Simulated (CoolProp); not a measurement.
Computed with CoolProp (reference Helmholtz-energy equation of state, Lemmon 2006). It is a short technical equation, of lower accuracy than the large ones.

Question: Give the vapour pressure (MPa), liquid density (kg/m³), liquid cp (kJ/(kg K)), vapour Z of saturated isopentane at -13.65, 108.15 °C.

Answer: 
```
T (°C)  p (MPa)  liquid density (kg/m³)  liquid cp (kJ/(kg K))  vapour Z
------  -------  ----------------------  ---------------------  --------
-13.65   0.0185                     653                   2.09     0.987
108.15    0.857                     516                   2.82     0.804
```
